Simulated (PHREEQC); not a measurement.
# Buffer

Dissolve 12 mmol/kgw KHCO3, 0.033 mmol/kgw NaF and 88 mmol/kgw LiCl at 25 °C and 100 atm. Closed to the air; pH follows from the charge balance.

All values are PHREEQC results (ion-association model, phreeqc.dat), not measurements.

This is a speciation only: nothing precipitates in the calculation.

### Question
Predict the pH, specific conductance, ionic strength.

### Answer
pH 8.08; specific conductance 9640 µS/cm; ionic strength 0.100 mol/kgw.

### Question
In which forms is C present?

### Answer
HCO3- 97 %, CO2 1.3 %, CO3-2 1.3 % of the C.

Complexes and solids missing from the database can't appear. Under pressure, the constants of complexes without a molar volume in the database are unreliable.
